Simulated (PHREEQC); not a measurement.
PHREEQC input (Pitzer model, pitzer.dat):

```
SOLUTION 1
  temp 25
  units mol/kgw
  pH 7 charge
  Cl 0.784
  Na 0.024
  Ca 0.38
END
USE solution 1
INCREMENTAL_REACTIONS false
REACTION 1
  H2O -1
  0 9.886 18.011 24.689 30.178 34.689 38.397 41.444
  43.949 46.007 47.699 49.089 50.232 51.172 51.944 moles
EQUILIBRIUM_PHASES 1
  Halite 0 0
  Portlandite 0 0
SELECTED_OUTPUT 1
  -reset false
  -pH true
  -pe true
  -ionic_strength true
  -water true
  -activities H2O
  -totals Ca Cl Na
  -molalities H+ Na+ Ca+2 Cl- OH-
  -equilibrium_phases Halite Portlandite
PRINT
  -reset false
END
```

Selected output (columns that matter, 13 of 15 rows; water left (kg) added in front):

```
water left (kg)	pH	mu	Ca	Cl	Na	m_H+	m_Na+	m_Ca+2	m_Cl-	m_OH-	la_H2O	Halite
1	6.7227	1.164	0.38	0.784	0.024	2.1263e-07	0.024	0.38	0.784	2.1263e-07	-0.0083187	0
0.821894	6.6783	1.4162	0.46235	0.95389	0.029201	2.2181e-07	0.029201	0.46235	0.95389	2.2181e-07	-0.010316	0
0.675514	6.6263	1.7231	0.56253	1.1606	0.035529	2.314e-07	0.035529	0.56253	1.1606	2.314e-07	-0.01287	0
0.456313	6.492	2.5509	0.83276	1.7181	0.052595	2.5137e-07	0.052595	0.83276	1.7181	2.5137e-07	-0.020511	0
0.375043	6.4049	3.1036	1.0132	2.0904	0.063993	2.615e-07	0.063993	1.0132	2.0904	2.615e-07	-0.026283	0
0.30824	6.3002	3.7763	1.2328	2.5435	0.077861	2.7159e-07	0.077861	1.2328	2.5435	2.7159e-07	-0.034088	0
0.253345	6.1736	4.5945	1.4999	3.0946	0.094733	2.8164e-07	0.094733	1.4999	3.0946	2.8164e-07	-0.04479	0
0.208215	6.0198	5.5904	1.825	3.7653	0.11527	2.9189e-07	0.11527	1.825	3.7653	2.9189e-07	-0.059667	0
0.171138	5.8322	6.8015	2.2204	4.5811	0.14024	3.0292e-07	0.14024	2.2204	4.5811	3.0292e-07	-0.080571	0
0.140655	5.6024	8.2756	2.7016	5.5739	0.17063	3.1601e-07	0.17063	2.7016	5.5739	3.1601e-07	-0.11024	0
0.0950203	4.9718	12.25	3.9991	8.2509	0.25258	3.6023e-07	0.25258	3.9991	8.2509	3.6023e-07	-0.21366	0
0.0780853	4.541	14.907	4.8665	10.04	0.30736	4.0495e-07	0.30736	4.8665	10.04	4.0495e-07	-0.30188	0
0.0641769	4.0215	17.941	5.9211	12.019	0.17712	5.0441e-07	0.17712	5.9211	12.019	5.0441e-07	-0.42014	0.012633
```
